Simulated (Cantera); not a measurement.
Input (Python, Cantera) and output of one run.

```python
import numpy as np
import cantera as ct

gas_names = """
    F F2 H HF H2 H2F2 H3F3 H4F4 H5F5 H6F6 H7F7 N NF NF2 NF3 NH NH2 NH3 N2 N2H2 N2H4 Si SiF SiF2 SiF3
    SiF4 SiH SiHF3 SiH2 SiH2F2 SiH3 SiH3F SiH4 SiN Si2 Si2N Si3
""".split()
cond_names = """
    Si(cr) Si(L) Si3N4(a)
""".split()


def load(file, names, dense=False):
    # The tables refer to 1 bar. Condensed volumes are neglected.
    table = {s.name: s for s in ct.Species.list_from_file(file)}
    out = []
    for n in names:
        d = dict(table[n].input_data)
        d["thermo"] = dict(d["thermo"], **{"reference-pressure": 1e5})
        if dense:
            d["equation-of-state"] = {"model": "constant-volume", "density": "1e6 g/cm^3"}
        out.append(ct.Species.from_dict(d))
    return out


gas = ct.Solution(thermo="ideal-gas", species=load("nasa_gas.yaml", gas_names))
cond = {s.name: ct.Solution(thermo="fixed-stoichiometry", species=[s], name=s.name)
        for s in load("nasa_condensed.yaml", cond_names, dense=True)}
atoms = {
    'SiF4': {'Si': 1, 'F': 4},
    'N2': {'N': 2},
    'H2': {'H': 2},
}
top_T = {'Si3N4(a)': 2400}  # K; cautious upper limits of use, not melting points


def equilibrate(T, P, feed):
    n = {}
    for name, mol in feed.items():
        for a, k in atoms[name].items():
            n[a] = n.get(a, 0.0) + k * mol
    gas.TPX = T, P, n
    mass = sum(n.values()) * gas.mean_molecular_weight
    gas.equilibrate("TP")
    valid = [c for c in cond.values() if c.min_temp <= T <= top_T.get(c.name, c.max_temp)]
    mix = ct.Mixture([(gas, mass / gas.mean_molecular_weight)] + [(c, 0.0) for c in valid])
    mix.T, mix.P = T, P
    mix.equilibrate("TP", solver="vcs", rtol=1e-11, max_steps=5000)
    return mix


results = []
T = 1700  # K
P = 21000  # Pa
for m in [12, 22, 32, 42, 52, 62, 72, 82, 92]:
    feed = {'SiF4': 1, 'N2': m, 'H2': 1.3}  # mol
    mix = equilibrate(T, P, feed)
    results.append((T, P, feed, dict(zip(mix.species_names, mix.species_moles))))
    x = sorted(zip(gas.X, gas.species_names), reverse=True)
    print(f"T = {T:g} K  P = {P:g} Pa  n(N2) = {m:g} mol  gas = {mix.phase_moles(0):.4g} mol")
    print("   x: " + "  ".join(f"{s} {v:.3e}" for v, s in x if v > 0.001))
    print("   condensed (mol): " + ("  ".join(f"{mix.phase(i).name} {mix.phase_moles(i):.4g}"
          for i in range(1, mix.n_phases) if mix.phase_moles(i) > 1e-12) or "none"))
```

Output:

```
T = 1700 K  P = 21000 Pa  n(N2) = 12 mol  gas = 14.38 mol
   x: N2 8.343e-01  H2 8.386e-02  SiF4 5.800e-02  HF 1.225e-02  SiF3 1.009e-02
   condensed (mol): none
T = 1700 K  P = 21000 Pa  n(N2) = 22 mol  gas = 24.4 mol
   x: N2 9.018e-01  H2 4.900e-02  SiF4 3.340e-02  HF 8.149e-03  SiF3 6.680e-03
   condensed (mol): none
T = 1700 K  P = 21000 Pa  n(N2) = 32 mol  gas = 34.4 mol
   x: N2 9.301e-01  H2 3.452e-02  SiF4 2.328e-02  HF 6.251e-03  SiF3 5.094e-03
   condensed (mol): none
T = 1700 K  P = 21000 Pa  n(N2) = 42 mol  gas = 44.41 mol
   x: N2 9.457e-01  H2 2.660e-02  SiF4 1.779e-02  HF 5.134e-03  SiF3 4.160e-03
   condensed (mol): none
T = 1700 K  P = 21000 Pa  n(N2) = 52 mol  gas = 54.42 mol
   x: N2 9.556e-01  H2 2.161e-02  SiF4 1.435e-02  HF 4.390e-03  SiF3 3.538e-03
   condensed (mol): none
T = 1700 K  P = 21000 Pa  n(N2) = 62 mol  gas = 64.42 mol
   x: N2 9.624e-01  H2 1.818e-02  SiF4 1.200e-02  HF 3.855e-03  SiF3 3.090e-03
   condensed (mol): none
T = 1700 K  P = 21000 Pa  n(N2) = 72 mol  gas = 74.43 mol
   x: N2 9.674e-01  H2 1.568e-02  SiF4 1.030e-02  HF 3.449e-03  SiF3 2.752e-03
   condensed (mol): none
T = 1700 K  P = 21000 Pa  n(N2) = 82 mol  gas = 84.43 mol
   x: N2 9.712e-01  H2 1.378e-02  SiF4 9.002e-03  HF 3.129e-03  SiF3 2.486e-03
   condensed (mol): none
T = 1700 K  P = 21000 Pa  n(N2) = 92 mol  gas = 94.43 mol
   x: N2 9.742e-01  H2 1.228e-02  SiF4 7.989e-03  HF 2.870e-03  SiF3 2.271e-03
   condensed (mol): none
```

Method: chemical equilibrium by Gibbs-energy minimisation in Cantera with the NASA 1993 tables (ideal gas, pure condensed phases). The tables' values for SiF3, SiF2 are old estimates; treat these amounts as uncertain.
